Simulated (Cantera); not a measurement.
A closed system holds: 1 mol Al, 3.3 mol HCl, a varied amount of H₂, equilibrated at 975 K and 0.000210 bar.

Method: chemical equilibrium by Gibbs-energy minimisation in Cantera with the NASA 1993 tables (ideal gas, pure condensed phases). Candidate condensed phases: Al, AlCl₃; 12 gas species. The tables' values for AlCl₂ are old estimates; treat these amounts as uncertain. The numbers say what is thermodynamically allowed, not how fast it happens.

x: gas mole fraction; nothing condenses.

```
n(H₂) (mol)   x H₂  x AlCl₃    x HCl  x AlCl₂
-----------  -----  -------  -------  -------
2.7          0.764    0.182   0.0546  6.23e-5
5.6          0.845    0.119   0.0358  6.55e-5
8.6          0.886   0.0876   0.0264  6.70e-5
12           0.912        ?        ?  6.79e-5
14           0.923   0.0594   0.0180  6.82e-5
17           0.934   0.0504   0.0153  6.85e-5
20           0.943   0.0438   0.0133  6.87e-5
23           0.950        ?        ?  6.88e-5
26           0.955   0.0346   0.0105  6.89e-5
29           0.959   0.0313  0.00955  6.89e-5
32           0.963   0.0286  0.00875  6.89e-5
35           0.965   0.0264  0.00807  6.88e-5
38           0.968   0.0244  0.00749  6.88e-5
```

**Question.** Fill in the missing entries.

**Answer.** 
- 12, x AlCl₃: 0.0675
- 12, x HCl: 0.0204
- 23, x AlCl₃: 0.0387
- 23, x HCl: 0.0117
